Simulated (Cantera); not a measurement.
An adiabatic, constant-volume homogeneous reactor starts with CH₄ : H₂ : O₂ : N₂ = 1 : 0.18 : 4.18 : 15.7 (molar parts), equivalence ratio 0.50, at 1125 K and 100000 Pa. Integrator tolerance rtol = 1e-08.

Computed with Cantera and GRI-Mech 3.0 (53 species, 325 reactions).

Problem. What does this change do: initial temperature 1125 to 1675 K?

Solution. 
| quantity | before | after |
|---|---|---|
| time of steepest temperature rise | 13.9 ms | 0.146 ms |
| temperature at 3.00 s | 2372 K | 2666 K |
| equilibrium temperature | 2372 K | 2666 K |
| x(CH₄) at 3.00 s | <1e-12 (gas-phase equilibrium <1e-12) | <1e-12 (gas-phase equilibrium <1e-12) |
| x(H₂) at 3.00 s | 0.000702 (gas-phase equilibrium 0.000702) | 0.00306 (gas-phase equilibrium 0.00306) |
| x(O₂) at 3.00 s | 0.0924 (gas-phase equilibrium 0.0924) | 0.0875 (gas-phase equilibrium 0.0875) |
| x(CH₂) at 3.00 s | <1e-12 (gas-phase equilibrium <1e-12) | <1e-12 (gas-phase equilibrium <1e-12) |
| x(CH₃) at 3.00 s | <1e-12 (gas-phase equilibrium <1e-12) | <1e-12 (gas-phase equilibrium <1e-12) |
| x(CH₂CO) at 3.00 s | <1e-12 (gas-phase equilibrium <1e-12) | <1e-12 (gas-phase equilibrium <1e-12) |
